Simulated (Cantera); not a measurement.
Feed: 1 mol KCl, 2 mol N₂, at 1773.15 K and 0.110 Pa.

Cantera equilibrium calculation (NASA polynomials, part measured and part estimated; ideal gas, pure solids and liquids). Candidate condensed phases: K, KCl; 8 gas species. Equilibrium is a limit: real reactors are often held back by kinetics, nucleation or transport.

Task: What is the equilibrium state?

Result: 
```
Quantity                            Result
-------------------------------  ---------
x(N₂)                                0.623
x(KCl)                               0.246
x(K)                                0.0654
x(Cl)                               0.0654
gas amount                       3.210 mol
log10 activity of K(l) (absent)      -8.71
```
